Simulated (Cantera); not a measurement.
# Carbon deposition, reforming and gasification: C₃H₆ + O₂ + H₂

Charge: 1 mol C₃H₆, 0.76 mol O₂, 38 mol H₂, at 42.0 bar.

Equilibrium computed with Cantera from the NASA thermochemical tables; the gas is ideal and each condensed phase is pure. Candidate condensed phases: C, C₆H₆, C₇H₈, C₈H₁₈, H₂O; 131 gas species. Ions and electrons are included (thermal ionisation). The ideal-gas law is rough above about 30 bar. Rates play no part.

```json
[
 {"T (°C)": "1727", "log p H₂": "1.60", "log p H": "-1.99", "log p CO": "0.18", "log p CH₄": "-0.17", "log p C₂H₂ (acetylene)": "-1.52", "log p C": "<-10", "log p C₂H": "-6.83", "log p CH": "-8.99", "n C(graphite)": "0.738"},
 {"T (°C)": "1977", "log p H₂": "1.60", "log p H": "-1.33", "log p CO": "0.18", "log p CH₄": "-0.42", "log p C₂H₂ (acetylene)": "-0.87", "log p C": "-8.44", "log p C₂H": "-5.21", "log p CH": "-7.27", "n C(graphite)": "0.805"},
 {"T (°C)": "2227", "log p H₂": "1.60", "log p H": "-0.80", "log p CO": "0.18", "log p CH₄": "-0.63", "log p C₂H₂ (acetylene)": "-0.37", "log p C": "-6.78", "log p C₂H": "-3.91", "log p CH": "-5.90", "n C(graphite)": "0.323"},
 {"T (°C)": "2477", "log p H₂": "1.59", "log p H": "-0.37", "log p CO": "0.18", "log p CH₄": "-0.91", "log p C₂H₂ (acetylene)": "-0.20", "log p C": "-5.54", "log p C₂H": "-3.09", "log p CH": "-4.90", "n C(graphite)": "0"},
 {"T (°C)": "2727", "log p H₂": "1.59", "log p H": "-0.01", "log p CO": "0.17", "log p CH₄": "-1.21", "log p C₂H₂ (acetylene)": "-0.18", "log p C": "-4.58", "log p C₂H": "-2.54", "log p CH": "-4.13", "n C(graphite)": "0"},
 {"T (°C)": "2977", "log p H₂": "1.58", "log p H": "0.30", "log p CO": "0.17", "log p CH₄": "-1.48", "log p C₂H₂ (acetylene)": "-0.18", "log p C": "-3.76", "log p C₂H": "-2.09", "log p CH": "-3.49", "n C(graphite)": "0"},
 {"T (°C)": "3227", "log p H₂": "1.56", "log p H": "0.55", "log p CO": "0.16", "log p CH₄": "-1.72", "log p C₂H₂ (acetylene)": "-0.20", "log p C": "-3.07", "log p C₂H": "-1.71", "log p CH": "-2.95", "n C(graphite)": "0"},
 {"T (°C)": "3477", "log p H₂": "1.53", "log p H": "0.77", "log p CO": "0.14", "log p CH₄": "-1.96", "log p C₂H₂ (acetylene)": "-0.23", "log p C": "-2.48", "log p C₂H": "-1.39", "log p CH": "-2.48", "n C(graphite)": "0"},
 {"T (°C)": "3727", "log p H₂": "1.49", "log p H": "0.95", "log p CO": "0.13", "log p CH₄": "-2.20", "log p C₂H₂ (acetylene)": "-0.28", "log p C": "-1.96", "log p C₂H": "-1.14", "log p CH": "-2.10", "n C(graphite)": "0"},
 {"T (°C)": "3977", "log p H₂": "1.44", "log p H": "1.10", "log p CO": "0.10", "log p CH₄": "-2.45", "log p C₂H₂ (acetylene)": "-0.37", "log p C": "-1.52", "log p C₂H": "-0.95", "log p CH": "-1.77", "n C(graphite)": "0"},
 {"T (°C)": "4227", "log p H₂": "1.37", "log p H": "1.22", "log p CO": "0.08", "log p CH₄": "-2.74", "log p C₂H₂ (acetylene)": "-0.51", "log p C": "-1.14", "log p C₂H": "-0.83", "log p CH": "-1.52", "n C(graphite)": "0"},
 {"T (°C)": "4477", "log p H₂": "1.28", "log p H": "1.32", "log p CO": "0.05", "log p CH₄": "-3.07", "log p C₂H₂ (acetylene)": "-0.71", "log p C": "-0.83", "log p C₂H": "-0.78", "log p CH": "-1.32", "n C(graphite)": "0"},
 {"T (°C)": "4727", "log p H₂": "1.18", "log p H": "1.40", "log p CO": "0.02", "log p CH₄": "-3.45", "log p C₂H₂ (acetylene)": "-0.98", "log p C": "-0.59", "log p C₂H": "-0.83", "log p CH": "-1.20", "n C(graphite)": "0"}
]
```
log p: log10 of the partial pressure in bar; n: condensed amount in mol.

From 1727 °C to 2227 °C the condensed part is C(graphite). From 2477 °C to 4727 °C nothing is condensed. The main C-bearing gas is CO throughout.
